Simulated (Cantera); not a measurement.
A Cantera script and its output.

```python
import numpy as np
import cantera as ct

gas = ct.Solution("h2o2.yaml")
gas.TPX = 500, 100000, {'H2': 1, 'O2': 0.746, 'N2': 3.66, 'H2O': 1.1}
flame = ct.FreeFlame(gas, width=0.04)
flame.set_refine_criteria(ratio=3, slope=0.08, curve=0.16)
flame.transport_model = "mixture-averaged"
flame.solve(loglevel=0, auto=True)
z, T = flame.grid, flame.T
thick = (T[-1] - T[0]) / np.gradient(T, z).max()
show = ['H2', 'O2', 'H2O', 'O', 'H2O2', 'HO2']
print(f"laminar burning velocity  {flame.velocity[0] * 100:.3f} cm/s")
print(f"burnt temperature         {T[-1]:.1f} K")
print(f"thermal thickness         {thick * 1e3:.4f} mm")
print(f"grid points               {len(z)}")
z0 = z[flame.heat_release_rate.argmax()]
print(f"{'z/mm':>9s}{'T/K':>9s}{'u/(m/s)':>9s}" + "".join(f"{s:>11s}" for s in show))
rows = []
for k in (-3, -2, -1.5, -1, -0.5, -0.25, 0, 0.25, 0.5, 1, 2, 4, 8):
    zz = z0 + k * thick
    rows.append([k * thick, np.interp(zz, z, T), np.interp(zz, z, flame.velocity),
                 *(np.interp(zz, z, flame.X[gas.species_index(s)]) for s in show)])
    print(f"{rows[-1][0] * 1e3:9.3f}{rows[-1][1]:9.1f}{rows[-1][2]:9.3f}" + "".join(f"{x:11.3e}" for x in rows[-1][3:]))
```

Output:

```
laminar burning velocity  64.162 cm/s
burnt temperature         1578.7 K
thermal thickness         0.5789 mm
grid points               99
     z/mm      T/K  u/(m/s)         H2         O2        H2O          O       H2O2        HO2
   -1.737    500.3    0.640  1.504e-01  1.151e-01  1.698e-01  1.382e-12  4.630e-08  6.826e-08
   -1.158    502.2    0.638  1.435e-01  1.160e-01  1.716e-01  8.209e-11  4.910e-07  7.250e-07
   -0.868    506.6    0.638  1.353e-01  1.169e-01  1.739e-01  6.753e-10  1.799e-06  2.702e-06
   -0.579    530.8    0.657  1.169e-01  1.182e-01  1.809e-01  1.620e-08  1.179e-05  1.986e-05
   -0.289    702.3    0.845  7.862e-02  1.120e-01  2.110e-01  4.760e-06  7.139e-05  2.437e-04
   -0.145    939.3    1.118  5.252e-02  9.686e-02  2.468e-01  1.157e-04  5.522e-05  2.280e-04
    0.000   1189.1    1.411  2.825e-02  7.523e-02  2.874e-01  6.860e-04  1.289e-05  1.172e-04
    0.145   1352.4    1.603  1.317e-02  5.881e-02  3.148e-01  1.178e-03  4.867e-06  6.754e-05
    0.289   1440.7    1.707  6.824e-03  5.129e-02  3.273e-01  1.146e-03  3.224e-06  4.575e-05
    0.579   1516.9    1.795  2.946e-03  4.694e-02  3.361e-01  6.863e-04  1.701e-06  2.620e-05
    1.158   1558.0    1.842  1.025e-03  4.546e-02  3.406e-01  2.413e-04  7.666e-07  1.105e-05
    2.316   1572.8    1.858  2.622e-04  4.516e-02  3.425e-01  6.247e-05  3.003e-07  3.236e-06
    4.631   1576.9    1.862  6.581e-05  4.517e-02  3.430e-01  1.697e-05  1.127e-07  8.977e-07
```

Cantera simulation using the H2/O2 subset of GRI-Mech 3.0, which has no nitrogen chemistry; the numbers are that mechanism's predictions, not measurements. Burning velocities carry a grid error of a few per cent, more on coarse grids. Lean hydrogen flames are cellular in practice and burn faster than this planar one.
